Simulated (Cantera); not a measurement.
**Dilute partial oxidation**

An isothermal, constant-pressure homogeneous reactor starts with 0.317 % CH₃OH, 0.683 % O₂, 99.0 % N₂, equivalence ratio 0.70, at 1225 K and 3.50 bar.

Model: GRI-Mech 3.0 (53 species, 325 reactions), integrated in Cantera. GRI-Mech 3.0 was tuned for natural gas; its chemistry of methanol as a main component is partial and can be far from experiment.

```json
[
 {"t (s)": "0.000200", "x CH₃OH": "0.00317", "x O₂": "0.00683", "x H₂": "2.15e-7", "x HCO": "<1e-12", "x H": "1.26e-9", "x H₂O₂": "1.51e-10"},
 {"t (s)": "0.000520", "x CH₃OH": "0.00317", "x O₂": "0.00683", "x H₂": "6.61e-7", "x HCO": "<1e-12", "x H": "1.67e-9", "x H₂O₂": "1.69e-9"},
 {"t (s)": "0.00135", "x CH₃OH": "0.00316", "x O₂": "0.00683", "x H₂": "2.49e-6", "x HCO": "4.62e-12", "x H": "3.03e-9", "x H₂O₂": "1.65e-8"},
 {"t (s)": "0.00352", "x CH₃OH": "0.00314", "x O₂": "0.00682", "x H₂": "1.64e-5", "x HCO": "9.98e-11", "x H": "1.26e-8", "x H₂O₂": "1.93e-7"},
 {"t (s)": "0.00916", "x CH₃OH": "0.000344", "x O₂": "0.00531", "x H₂": "0.00242", "x HCO": "1.26e-7", "x H": "2.95e-6", "x H₂O₂": "6.94e-6"},
 {"t (s)": "0.0238", "x CH₃OH": "<1e-12", "x O₂": "0.00225", "x H₂": "1.20e-5", "x HCO": "9.05e-12", "x H": "1.43e-6", "x H₂O₂": "2.38e-8"},
 {"t (s)": "0.0620", "x CH₃OH": "<1e-12", "x O₂": "0.00210", "x H₂": "1.67e-6", "x HCO": "<1e-12", "x H": "9.37e-8", "x H₂O₂": "4.03e-9"},
 {"t (s)": "0.161", "x CH₃OH": "<1e-12", "x O₂": "0.00208", "x H₂": "1.89e-7", "x HCO": "<1e-12", "x H": "4.98e-9", "x H₂O₂": "7.76e-10"},
 {"t (s)": "0.420", "x CH₃OH": "<1e-12", "x O₂": "0.00208", "x H₂": "2.18e-8", "x HCO": "<1e-12", "x H": "2.83e-10", "x H₂O₂": "1.75e-10"},
 {"t (s)": "1.09", "x CH₃OH": "<1e-12", "x O₂": "0.00208", "x H₂": "5.19e-9", "x HCO": "<1e-12", "x H": "4.29e-11", "x H₂O₂": "6.44e-11"},
 {"t (s)": "2.84", "x CH₃OH": "<1e-12", "x O₂": "0.00208", "x H₂": "2.23e-9", "x HCO": "<1e-12", "x H": "1.17e-11", "x H₂O₂": "2.55e-11"},
 {"t (s)": "7.39", "x CH₃OH": "<1e-12", "x O₂": "0.00208", "x H₂": "1.59e-9", "x HCO": "<1e-12", "x H": "6.73e-12", "x H₂O₂": "1.62e-11"},
 {"t (s)": "19.2", "x CH₃OH": "<1e-12", "x O₂": "0.00208", "x H₂": "1.58e-9", "x HCO": "<1e-12", "x H": "6.67e-12", "x H₂O₂": "1.61e-11"},
 {"t (s)": "50.0", "x CH₃OH": "<1e-12", "x O₂": "0.00208", "x H₂": "1.58e-9", "x HCO": "<1e-12", "x H": "6.67e-12", "x H₂O₂": "1.61e-11"}
]
```
x: mole fraction; the columns are a selection and need not sum to one.

Equilibrium at this temperature and pressure: CH₃OH <1e-12, O₂ 0.00206, H₂ 1.59e-9, HCO <1e-12, H 6.68e-12, H₂O₂ 1.60e-11 (gas phase only).
